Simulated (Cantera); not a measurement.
Input: 1 mol (CH3)2SiCl2, 270 mol H2, held at 17.3 Torr.

Method: chemical equilibrium by Gibbs-energy minimisation in Cantera with the NASA 1993 tables (ideal gas, pure condensed phases). Candidate condensed phases: C, C6H6, C7H8, C8H18, Si, SiC; 109 gas species. The feed counts by its element totals alone. Gases not in the tables: Si2H6 and higher silanes. Kinetics and transport are ignored.

Over these rows the condensed part is C(graphite) + SiC(s). Partial pressures as log10 of bar:

```json
[
 {"T (K)": "1823", "1000/T (1/K)": "0.5485", "log p Si2C": "-8.85", "log p H2": "-1.64"},
 {"T (K)": "1898", "1000/T (1/K)": "0.5269", "log p Si2C": "?", "log p H2": "-1.64"},
 {"T (K)": "1973", "1000/T (1/K)": "0.5068", "log p Si2C": "-7.42", "log p H2": "-1.65"},
 {"T (K)": "2048", "1000/T (1/K)": "0.4883", "log p Si2C": "-6.78", "log p H2": "-1.65"},
 {"T (K)": "2123", "1000/T (1/K)": "0.4710", "log p Si2C": "-6.20", "log p H2": "-1.65"},
 {"T (K)": "2198", "1000/T (1/K)": "0.4550", "log p Si2C": "-5.65", "log p H2": "-1.66"}
]
```

Problem. Fit log p(Si2C) = a + b·(1000/T) to the five rows, give the apparent enthalpy, and predict the row at 1898 K.

Solution. Means: 1000/T = 0.4939, log p = -6.980. Sxy = -0.178497, Sxx = 0.0052165, so b = -34.22 and a = -6.980 − (-34.22)×0.4939 = 9.92.
Apparent enthalpy: −19.145 × (-34.22) = 655 kJ/mol. The condensed phases alone fix this pressure, through 2 SiC(s) = Si2C(g) + C(graphite), so the slope is that reaction's ΔH° and the other gases don't enter. The five rows lie within 0.01 of the line.
Prediction at 1898 K: 9.92 + (-34.22)×0.5269 = -8.11. The computed value is -8.10, 0.01 from the line.
